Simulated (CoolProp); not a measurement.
The numbers come from the reference Helmholtz-energy equation of state, Gao 2020 in CoolProp.

Problem. Give the vapour pressure (bar), liquid density (kg/m³), liquid cp (kJ/(kg K)), surface tension (mN/m) of saturated ammonia at 32.55, 65.35, 81.75 °C.

Solution. 
| T (°C) | p (bar) | liquid density (kg/m³) | liquid cp (kJ/(kg K)) | surface tension (mN/m) |
|---|---|---|---|---|
| 32.55 | 12.6 | 591 | 4.85 | 18.8 |
| 65.35 | 29.7 | 535 | 5.36 | 11.6 |
| 81.75 | 43.0 | 502 | 5.85 | 8.25 |

Surface tension comes from a separate correlation (Mulero 2012).
